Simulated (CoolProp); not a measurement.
The numbers come from the reference Helmholtz-energy equation of state, Thol 2017 in CoolProp.

Task: For octamethyltrisiloxane (MDM), give the phase and the Z, isothermal compressibility (1/MPa) at 350.9 K and 0.599 MPa; 350.9 K and 2.4 MPa; 350.9 K and 5.99 MPa.

Result: 
- 350.9 K and 0.599 MPa: liquid; Z 0.0637, isothermal compressibility 0.00282
- 350.9 K and 2.4 MPa: liquid; Z 0.254, isothermal compressibility 0.00266
- 350.9 K and 5.99 MPa: liquid; Z 0.628, isothermal compressibility 0.00241
